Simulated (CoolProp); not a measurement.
Vapour pressure (bar) of chloromethane (R40): the reference equation beside estimates from Tc = 418.6 K, pc = 69.29 bar, ω = 0.150.

Model: reference Helmholtz-energy equation of state, Thol 2014, in CoolProp.

| T (K) | reference | Lee-Kesler | Redlich-Kwong | Soave-Redlich-Kwong |
|---|---|---|---|---|
| 313.2 | 8.742 | 8.677 | 10.37 | 8.692 |
| 320.8 | 10.61 | 10.54 | 12.45 | 10.57 |
| 328.4 | 12.76 | 12.68 | 14.80 | 12.74 |
| 336 | 15.21 | 15.12 | 17.44 | 15.22 |
| 343.6 | 17.99 | 17.88 | 20.39 | 18.03 |
| 351.2 | 21.13 | 21.00 | 23.67 | 21.20 |
| 358.8 | 24.65 | 24.49 | 27.28 | 24.76 |
| 366.4 | 28.57 | 28.38 | 31.26 | 28.73 |
| 374.1 | 33.00 | 32.77 | 35.66 | 33.20 |
| 381.7 | 37.85 | 37.59 | 40.39 | 38.08 |
| 389.3 | 43.20 | 42.92 | 45.52 | 43.45 |
| 396.9 | 49.10 | 48.81 | 51.06 | 49.34 |
| 404.5 | 55.59 | 55.32 | 57.03 | 55.78 |

Absolute difference from the reference over all 13 rows, mean and median: Lee-Kesler 0.6 and 0.6 %, Redlich-Kwong 10.7 and 10.7 %, Soave-Redlich-Kwong 0.4 and 0.4 %.
